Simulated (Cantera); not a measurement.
## Thermodynamics of iron carbonyl, mercury and lead vapours, feed PbO + O2 + N2

Input: 1 mol PbO, 0.19 mol O2, 0.96 mol N2, at 0.450 bar.

Equilibrium computed with Cantera from the NASA thermochemical tables; the gas is ideal and each condensed phase is pure. Candidate condensed phases: Pb, PbO, PbO2, Pb3O4; 12 gas species. Gases not in the tables: (PbO)n polymers. Equilibrium is a limit: real reactors are often held back by kinetics, nucleation or transport.

At 402 °C the condensed part is PbO(red). From 502 °C to 802 °C the condensed part is PbO(yellow). From 902 °C to 1302 °C the condensed part is PbO(l).

| T (°C) | x N2 | x O2 | x PbO | x NO | x Pb | x O | n PbO(red) | n PbO(yellow) | n PbO(l) |
|---|---|---|---|---|---|---|---|---|---|
| 402 | 0.835 | 0.165 | <1e-12 | 1.44e-7 | <1e-12 | <1e-12 | 1.00 | 0 | 0 |
| 502 | 0.835 | 0.165 | 3.99e-11 | 1.17e-6 | <1e-12 | <1e-12 | 0 | 1.00 | 0 |
| 602 | 0.835 | 0.165 | 5.72e-9 | 5.94e-6 | <1e-12 | 1.25e-12 | 0 | 1.00 | 0 |
| 702 | 0.835 | 0.165 | 2.88e-7 | 2.15e-5 | 2.26e-11 | 4.37e-11 | 0 | 1.00 | 0 |
| 802 | 0.835 | 0.165 | 6.85e-6 | 6.15e-5 | 2.28e-9 | 7.95e-10 | 0 | 1.000 | 0 |
| 902 | 0.835 | 0.165 | 8.96e-5 | 0.000147 | 9.89e-8 | 8.85e-9 | 0 | 0 | 1.000 |
| 1002 | 0.834 | 0.165 | 0.000644 | 0.000306 | 1.96e-6 | 6.76e-8 | 0 | 0 | 0.999 |
| 1102 | 0.832 | 0.164 | 0.00341 | 0.000571 | 2.47e-5 | 3.85e-7 | 0 | 0 | 0.996 |
| 1202 | 0.822 | 0.162 | 0.0142 | 0.000971 | 0.000218 | 1.72e-6 | 0 | 0 | 0.983 |
| 1302 | 0.792 | 0.157 | 0.0485 | 0.00150 | 0.00146 | 6.32e-6 | 0 | 0 | 0.939 |
x: gas mole fraction; n: condensed amount in mol.
